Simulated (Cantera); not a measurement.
An adiabatic, constant-volume homogeneous reactor starts with C3H8 : O2 : N2 = 0.47 : 10.6 : 40 (molar parts), equivalence ratio 0.22, at 1350 K and 3.60 bar.

Model: GRI-Mech 3.0 (53 species, 325 reactions), integrated in Cantera. GRI-Mech 3.0 was tuned for natural gas; its chemistry of propane as a main component is partial and can be far from experiment.

Q: Predict: time of steepest temperature rise; temperature at 9.00 s; equilibrium temperature; x(O2) at 9.00 s; x(NO) at 9.00 s; x(NO2) at 9.00 s.

A: 
```
Quantity                                                            Result
---------------------------------  ---------------------------------------
time of steepest temperature rise                                 0.190 ms
temperature at 9.00 s                                               1988 K
equilibrium temperature                                             1988 K
x(O2) at 9.00 s                        0.157 (gas-phase equilibrium 0.157)
x(NO) at 9.00 s                    0.00636 (gas-phase equilibrium 0.00636)
x(NO2) at 9.00 s                   2.23e-5 (gas-phase equilibrium 2.23e-5)
```
